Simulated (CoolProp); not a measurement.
C3F8 (R218) at 293.15 K and 0.202 MPa flows at 0.24 m/s in a round tube of 2 mm bore and 15 µm roughness, fully developed (64/Re and Nu = 3.66 if laminar; Colebrook and Gnielinski if turbulent). Each further row changes one setting.

Model: reference Helmholtz-energy equation of state, Lemmon 2006, in CoolProp. It is a short technical equation, of lower accuracy than the large ones.

| case | Reynolds number | Darcy friction factor | pressure drop (Pa/m) | heat-transfer coefficient (W/(m² K)) | mass flow (kg/h) |
|---|---|---|---|---|---|
| as stated | 652 | ? | ? | 22.1 | ? |
| velocity 0.48 m/s | 1300 | 0.0491 | ? | 22.1 | ? |
| diameter 4 mm | 1300 | 0.0491 | ? | ? | ? |

Q: Complete the blanks.

A: 
- as stated, Darcy friction factor: 0.0982
- as stated, pressure drop (Pa/m): 23.1
- as stated, mass flow (kg/h): 0.0444
- velocity 0.48 m/s, pressure drop (Pa/m): 46.2
- velocity 0.48 m/s, mass flow (kg/h): 0.0887
- diameter 4 mm, pressure drop (Pa/m): 5.78
- diameter 4 mm, heat-transfer coefficient (W/(m² K)): 11.0
- diameter 4 mm, mass flow (kg/h): 0.177

Viscosity comes from a separate model (Huber 2003), an estimate that may be off by 10 % or more. Thermal conductivity comes from a separate model (Huber 2003), an estimate that may be off by 10 % or more.
